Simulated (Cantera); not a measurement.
An isothermal, constant-pressure homogeneous reactor starts with N₂O : N₂ = 1 : 6.3 (molar parts), at 1250 K and 0.640 bar. Integrator tolerance rtol = 1e-08.

Model: GRI-Mech 3.0 (53 species, 325 reactions), integrated in Cantera. GRI-Mech 3.0 was tuned for natural gas; its chemistry of N2O as a main component is partial and can be far from experiment. The mechanism lacks the step 2 NO + O2 → 2 NO2, which can matter for NO2 below about 1400 K. The temperature is held fixed by assumption; the heat of reaction is taken as removed at once.

Question: What does this change do: 0.49 parts H2O added?

Answer: 
| quantity | before | after |
|---|---|---|
| x(N₂O) at 1.00 s | 0.0551 (gas-phase equilibrium 1.01e-8) | 0.0399 (gas-phase equilibrium 9.24e-9) |
| x(O) at 1.00 s | 2.59e-6 (gas-phase equilibrium 2.20e-8) | 2.24e-6 (gas-phase equilibrium 2.14e-8) |
| x(NO) at 1.00 s | 0.00891 (gas-phase equilibrium 0.000171) | 0.00681 (gas-phase equilibrium 0.000161) |
| x(NO₂) at 1.00 s | 5.75e-5 (gas-phase equilibrium 1.01e-6) | 8.08e-5 (gas-phase equilibrium 9.20e-7) |
| x(N₂) at 1.00 s | 0.902 (gas-phase equilibrium 0.936) | 0.855 (gas-phase equilibrium 0.880) |
